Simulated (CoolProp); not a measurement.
A simple Rankine cycle with R1132(E): condensing at 292.15 K, boiler at 4.09 MPa, turbine inlet 399 K, turbine efficiency 0.9, pump efficiency 0.7, no recuperator. Each further row changes one setting.

The numbers come from the reference Helmholtz-energy equation of state, Akasaka 2024 in CoolProp.

```csv
case,thermal efficiency (%),net work (kJ/kg),heat in (kJ/kg),turbine exit temperature (K),volume ratio over the turbine
as stated,[?],[?],320,343.4,[?]
condensing temperature 284.15 K,12.6,[?],334,[?],3.36
boiler pressure 2.86 MPa,7.7,25.7,334,363.8,[?]
turbine efficiency 0.8,9.5,30.5,320,347.2,2.78
```

Task: What belongs in the gaps?

Result: 
- as stated, thermal efficiency (%): 10.9
- as stated, net work (kJ/kg): 34.8
- as stated, volume ratio over the turbine: 2.74
- condensing temperature 284.15 K, net work (kJ/kg): 42.3
- condensing temperature 284.15 K, turbine exit temperature (K): 333.2
- boiler pressure 2.86 MPa, volume ratio over the turbine: 1.93
